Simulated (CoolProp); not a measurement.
Saturated liquid density (kg/m³) of n-heptane: the reference equation beside estimates from Tc = 268.1 °C, pc = 2.774 MPa, ω = 0.349. Rackett uses Z = 0.29056 − 0.08775 ω.

Computed with CoolProp (reference Helmholtz-energy equation of state, Span 2003). It is a short technical equation, of lower accuracy than the large ones.

```tsv
T (°C)	reference	Rackett	Soave-Redlich-Kwong	Peng-Robinson
24.15	680.2	694.8	604.1	680.2
34.05	671.8	686.1	597.5	673.2
43.95	663.3	677.2	590.7	665.9
53.95	654.6	668.1	583.5	658.2
63.85	645.9	658.9	576.0	650.2
73.75	637.0	649.5	568.2	641.8
83.65	628.0	639.8	560.0	632.9
93.55	618.8	630.0	551.4	623.6
103.55	609.3	619.8	542.3	613.6
```

Absolute difference from the reference over all 9 rows, mean and median: Rackett 2.0 and 2.0 %, Soave-Redlich-Kwong 10.9 and 10.9 %, Peng-Robinson 0.5 and 0.7 %.
